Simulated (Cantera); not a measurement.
Input (Python, Cantera) and output of one run.

```python
import numpy as np
import cantera as ct

gas_names = [...]  # 87 gases of nasa_gas.yaml made of C, H, Si
cond_names = """
    C(gr) C6H6(L) C7H8(L) C8H18(L),n-octa Si(cr) Si(L) SiC(b)
""".split()


# ... load() reads the species with a 1 bar reference pressure and builds the phases ...
atoms = {
    'SiH4': {'Si': 1, 'H': 4},
    'C3H8': {'C': 3, 'H': 8},
    'H2': {'H': 2},
}
top_T = {'C(gr)': 4500, 'SiC(b)': 3050}  # K; cautious upper limits of use, not melting points


# ... equilibrate(T, P, feed) seeds the gas with the atoms and calls Mixture.equilibrate('TP', solver="vcs", rtol=1e-11, max_steps=5000) ...
results = []
feed = {'SiH4': 1, 'C3H8': 0.03, 'H2': 9.5}  # mol
P = 10000  # Pa
for T in [1775, 1850, 1925, 2000, 2075, 2150, 2225, 2300, 2375]:
    mix = equilibrate(T, P, feed)
    results.append((T, P, feed, dict(zip(mix.species_names, mix.species_moles))))

top = {s: max(r[3][s] / sum(r[3][g] for g in gas_names) for r in results) for s in gas_names}
cols = sorted((s for s in top if top[s] > 1e-06), key=lambda s: -top[s])[:5]
seen = [c for c in cond_names if any(r[3].get(c, 0) > 1e-12 for r in results)]
print("log10 of partial pressures in bar; condensed amounts in mol")
print(f"{'T/K':>10s}" + "".join(f"{s[:9]:>10s}" for s in cols + seen))
for T, P, feed, n in results:
    ng = sum(n[g] for g in gas_names)
    print(f"{T:10.4g}" + "".join(f"{np.log10(max(n[s] / ng * P / 1e5, 1e-99)):10.3f}" for s in cols)
          + "".join(f"{n.get(c, 0):10.4g}" for c in seen))
```

Result:

```
log10 of partial pressures in bar; condensed amounts in mol
       T/K        H2         H        Si      Si2C       SiH     Si(L)    SiC(b)
      1775    -1.000    -4.039    -5.659    -7.691    -6.070    0.9094   0.08997
      1850    -1.001    -3.769    -5.191    -7.052    -5.695    0.9085   0.08996
      1925    -1.001    -3.520    -4.759    -6.465    -5.349    0.9066   0.08992
      2000    -1.003    -3.290    -4.361    -5.923    -5.031    0.9024   0.08978
      2075    -1.004    -3.077    -3.992    -5.422    -4.736    0.8935   0.08937
      2150    -1.007    -2.878    -3.649    -4.957    -4.463    0.8751   0.08825
      2225    -1.012    -2.694    -3.329    -4.524    -4.210    0.8387   0.08536
      2300    -1.019    -2.524    -3.031    -4.121    -3.975    0.7688   0.07824
      2375    -1.030    -2.365    -2.751    -3.744    -3.757    0.6381   0.06131
```

Cantera equilibrium calculation (NASA polynomials, part measured and part estimated; ideal gas, pure solids and liquids). Mutual solubility and eutectic melting of coexisting phases are not modelled. Gases not in the tables: Si2H6 and higher silanes.
